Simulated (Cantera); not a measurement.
A Cantera script and its output.

```python
import numpy as np
import cantera as ct

gas = ct.Solution("gri30.yaml")
gas.TPX = 500, 100000, {'CH4': 1, 'C2H6': 1.1, 'O2': 9, 'N2': 33.8}
inlet = ct.Reservoir(gas, clone=True)
gas.equilibrate("HP")  # start burning
reactor = ct.IdealGasConstPressureReactor(gas, energy="on", clone=False)
exhaust = ct.Reservoir(gas, clone=True)
tau = [0.025, 0.012, 0.0056, 0.0026, 0.0012, 0.00058, 0.00027, 0.00013, 6e-05, 2.8e-05, 1.3e-05][0]
for a, b in ((inlet, reactor), (reactor, exhaust)):
    ct.MassFlowController(a, b, mdot=lambda t: reactor.mass / tau)
net = ct.ReactorNet([reactor])
show = ['CH4', 'C2H6', 'O2', 'CH2', 'NO', 'H2O2', 'HCN']

rows = []
print(f"{'tau/s':>10s}{'T/K':>9s}" + "".join(f"{s:>11s}" for s in show))
for tau in [0.025, 0.012, 0.0056, 0.0026, 0.0012, 0.00058, 0.00027, 0.00013, 6e-05, 2.8e-05, 1.3e-05]:
    net.initial_time = 0.0
    net.advance(30 * tau)
    before = gas.X
    net.advance(40 * tau)
    drift = np.max(np.abs(gas.X - before) / (gas.X + 1e-9))
    rows.append([gas.T, *gas[show].X, drift])
    print(f"{tau:10.3e}{gas.T:9.1f}" + "".join(f"{x:11.3e}" for x in gas[show].X))
```

Result:

```
     tau/s      T/K        CH4       C2H6         O2        CH2         NO       H2O2        HCN
 2.500e-02   1908.5  5.620e-06  1.368e-06  6.918e-02  1.123e-07  5.398e-05  1.044e-07  1.523e-08
 1.200e-02   1896.2  9.022e-06  2.316e-06  6.938e-02  2.004e-07  4.114e-05  1.358e-07  1.786e-08
 5.600e-03   1877.8  1.498e-05  3.988e-06  6.976e-02  3.593e-07  3.070e-05  1.791e-07  2.295e-08
 2.600e-03   1852.0  2.563e-05  6.959e-06  7.041e-02  6.320e-07  2.304e-05  2.370e-07  3.276e-08
 1.200e-03   1816.6  4.601e-05  1.254e-05  7.152e-02  1.091e-06  1.756e-05  3.163e-07  5.068e-08
 5.800e-04   1772.7  8.500e-05  2.298e-05  7.327e-02  1.808e-06  1.339e-05  4.204e-07  7.925e-08
 2.700e-04   1711.4  1.835e-04  4.857e-05  7.662e-02  3.187e-06  8.957e-06  5.819e-07  1.311e-07
 1.300e-04   1619.5  5.465e-04  1.399e-04  8.430e-02  6.588e-06  3.997e-06  8.477e-07  2.386e-07
 6.000e-05    500.0  2.227e-02  2.450e-02  2.004e-01 -6.244e-33 -9.301e-21 -9.741e-19 -2.416e-21
 2.800e-05    500.0  2.227e-02  2.450e-02  2.004e-01  4.402e-35 -3.608e-24 -3.779e-22 -9.373e-25
 1.300e-05    500.0  2.227e-02  2.450e-02  2.004e-01 -1.562e-36 -2.279e-25 -2.387e-23 -5.920e-26
```

Computed with Cantera and GRI-Mech 3.0 (53 species, 325 reactions).
